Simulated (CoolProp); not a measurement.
A simple Rankine cycle with R124: condensing at 324.15 K, boiler at 2.13 MPa, turbine inlet 469 K, turbine efficiency 0.7, pump efficiency 0.7, no recuperator. Each further row changes one setting.

Values from CoolProp's reference Helmholtz-energy equation of state, de Vries 1995.

| case | thermal efficiency (%) | net work (kJ/kg) | heat in (kJ/kg) | turbine exit temperature (K) | volume ratio over the turbine |
|---|---|---|---|---|---|
| as stated | 6.3 | ___ | 253 | ___ | 2.71 |
| condensing temperature 316.15 K | ___ | ___ | 262 | 437.5 | ___ |
| boiler pressure 1.49 MPa | 4.1 | 10.7 | ___ | ___ | 1.87 |
| turbine efficiency 0.6 | 5.3 | ___ | 253 | 445.1 | 2.73 |

Fill in the missing entries.


- as stated, net work (kJ/kg): 15.9
- as stated, turbine exit temperature (K): 442.5
- condensing temperature 316.15 K, thermal efficiency (%): 7.4
- condensing temperature 316.15 K, net work (kJ/kg): 19.4
- condensing temperature 316.15 K, volume ratio over the turbine: 3.34
- boiler pressure 1.49 MPa, heat in (kJ/kg): 257
- boiler pressure 1.49 MPa, turbine exit temperature (K): 452.9
- turbine efficiency 0.6, net work (kJ/kg): 13.4
